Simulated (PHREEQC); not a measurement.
**Ultrapure water in contact with air or piping**

Model water analysis in mg/kgw, 70 °C, pH 6.01, pe 9.2:

```json
[
 {"constituent": "Na", "mg/kgw": "0.0818"},
 {"constituent": "K", "mg/kgw": "0.357"},
 {"constituent": "Ca", "mg/kgw": "0.544"},
 {"constituent": "Mg", "mg/kgw": "0.0422"},
 {"constituent": "Cl", "mg/kgw": "0.0899"},
 {"constituent": "S(6) as SO4", "mg/kgw": "0.037"},
 {"constituent": "Alkalinity as HCO3", "mg/kgw": "2.49"},
 {"constituent": "N(5) as NO3", "mg/kgw": "0.00043"}
]
```

Valence states are taken as typed.

The numbers come from PHREEQC with the ion-association model, phreeqc.dat.

| Quantity | Result |
|---|---|
| ionic strength | 6.04e-5 mol/kgw |
| charge-balance error | -0.9 % |

```csv
species,molality,activity,log γ
CO2,8.19e-5,8.19e-5,0.000
HCO3-,4.16e-5,4.12e-5,-0.004
Ca+2,1.36e-5,1.30e-5,-0.017
K+,9.13e-6,9.04e-6,-0.004
Na+,3.56e-6,3.52e-6,-0.004
Cl-,2.54e-6,2.51e-6,-0.004
Mg+2,1.73e-6,1.67e-6,-0.017
H+,9.87e-7,9.77e-7,-0.004
SO4-2,3.84e-7,3.69e-7,-0.017
OH-,1.67e-7,1.65e-7,-0.004
CaHCO3+,9.64e-9,9.55e-9,-0.004
NO3-,6.93e-9,6.87e-9,-0.004
CO3-2,3.27e-9,3.14e-9,-0.017
```

Precipitation was switched off in this run. At this temperature some constants are extrapolated from 25 °C, and those without enthalpy data are left unchanged.
